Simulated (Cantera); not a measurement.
An isothermal, constant-pressure homogeneous reactor starts with 54.6 % CH4, 36.6 % CO2, 8.74 % H2O, at 1550 K and 13000 Pa.

Cantera simulation using GRI-Mech 3.0 (53 species, 325 reactions); the numbers are that mechanism's predictions, not measurements.

One state of this run: x CH4 = 0.529; x CO2 = 0.363; x H2 = 0.0129; x CO = 0.000337; x CH2O = 1.67e-5. x: mole fraction; the columns are a selection and need not sum to one.

Problem. Which value of t (s) does it belong to?
A. 0.285
B. 0.0162
C. 1.26e-5
D. 0.00387

Solution. B, 0.0162
